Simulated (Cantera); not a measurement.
An adiabatic, constant-volume homogeneous reactor starts with 10.7 % CH₄, 1.28 % C₂H₆, 18.5 % O₂, 69.5 % N₂, equivalence ratio 1.4, at 1273 K and 0.480 bar.

Detailed kinetics in Cantera: GRI-Mech 3.0 (53 species, 325 reactions).

Problem. Predict: time of steepest temperature rise; temperature at 4.00 s; equilibrium temperature; x(O₂) at 4.00 s; x(CO₂) at 4.00 s; x(N₂O) at 4.00 s; x(H₂O) at 4.00 s; x(H₂) at 4.00 s.

Solution. 
```
Property                                                             Value
---------------------------------  ---------------------------------------
time of steepest temperature rise                                  3.63 ms
temperature at 4.00 s                                               2807 K
equilibrium temperature                                             2807 K
x(O₂) at 4.00 s                    0.00310 (gas-phase equilibrium 0.00310)
x(CO₂) at 4.00 s                     0.0332 (gas-phase equilibrium 0.0332)
x(N₂O) at 4.00 s                   2.18e-7 (gas-phase equilibrium 2.18e-7)
x(H₂O) at 4.00 s                       0.154 (gas-phase equilibrium 0.154)
x(H₂) at 4.00 s                      0.0576 (gas-phase equilibrium 0.0576)
```
